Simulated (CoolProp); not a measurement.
Vapour-liquid equilibrium of acetone (1) + cyclohexane (2) at 445.3 K; x and y are mole fractions of (1).

Values from CoolProp's multi-fluid Helmholtz-energy mixture model, Lemmon 2006 and Zhou 2014; pair parameters Bell 2016.

| x | bubble pressure (MPa) | y at the bubble point | dew pressure at overall composition x (MPa) | liquid density (mol/L) |
|---|---|---|---|---|
| 0.05 | 0.9975 | 0.167 | 0.8837 | 7.371 |
| 0.125 | 1.178 | 0.313 | 0.9542 | 7.451 |
| 0.2 | 1.312 | 0.405 | 1.035 | 7.541 |
| 0.275 | 1.415 | 0.471 | 1.126 | 7.642 |
| 0.35 | 1.498 | 0.525 | 1.229 | 7.759 |
| 0.425 | 1.565 | 0.571 | 1.343 | 7.894 |
| 0.5 | 1.621 | 0.616 | 1.460 | 8.053 |
| 0.575 | 1.668 | 0.660 | 1.570 | 8.239 |
| 0.65 | 1.705 | 0.706 | 1.658 | 8.456 |
| 0.725 | 1.733 | 0.756 | 1.717 | 8.707 |
| 0.8 | 1.750 | 0.811 | 1.748 | 8.996 |
| 0.875 | 1.755 | 0.873 | 1.755 | 9.325 |
| 0.95 | 1.744 | 0.945 | 1.743 | 9.696 |

y crosses x between x = 0.8 and 0.875: the model has an azeotrope there.

The pair parameters rest on a limited set of measurements; away from them the model extrapolates.
